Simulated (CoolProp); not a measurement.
Methanol at several states: fugacity coefficient from the reference equation and from simpler models built on Tc = 513.4 K, pc = 8.216 MPa, ω = 0.565; each cubic takes its own stable root.

Computed with CoolProp (reference Helmholtz-energy equation of state, de Reuck 1993).

```csv
T (K),p (MPa),phase,reference,Redlich-Kwong,Soave-Redlich-Kwong,Peng-Robinson
498.8,0.0247,gas,0.9989,0.9989,0.9989,0.9987
505.9,0.039,gas,0.9984,0.9983,0.9983,0.9981
320.9,0.049,gas,0.9747,…,0.9334,…
318.1,0.0609,liquid,0.7135,…,…,…
```

Problem. Complete the blanks.

Solution. 
- 320.9, Redlich-Kwong: 0.9926
- 320.9, Peng-Robinson: 0.9806
- 318.1, Redlich-Kwong: 0.9906
- 318.1, Soave-Redlich-Kwong: 0.6578
- 318.1, Peng-Robinson: 0.6933

At some of these states Redlich-Kwong, Soave-Redlich-Kwong, Peng-Robinson gives the other phase, because its saturation line lies elsewhere.
